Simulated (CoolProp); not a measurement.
Properties of R1336mzz(Z) along the isobar 0.0986 MPa.

Values from CoolProp's reference Helmholtz-energy equation of state, McLinden 2020.

| T (K) | phase | density (kg/m³) | fugacity coefficient |
|---|---|---|---|
| 426.6 | gas | 4.626 | 0.9860 |
| 431.5 | gas | 4.571 | 0.9865 |
| 436.4 | gas | 4.517 | 0.9871 |
| 441.3 | gas | 4.464 | 0.9876 |
| 446.2 | gas | 4.413 | 0.9881 |
| 451.1 | gas | 4.363 | 0.9886 |
| 456 | gas | 4.314 | 0.9890 |
| 460.9 | gas | 4.267 | 0.9894 |
| 465.8 | gas | 4.220 | 0.9899 |
| 470.7 | gas | 4.174 | 0.9902 |
| 475.5 | gas | 4.131 | 0.9906 |
| 480.4 | gas | 4.087 | 0.9910 |
| 485.3 | gas | 4.044 | 0.9913 |
| 490.2 | gas | 4.003 | 0.9916 |
| 495.1 | gas | 3.962 | 0.9919 |
| 500 | gas | 3.922 | 0.9922 |
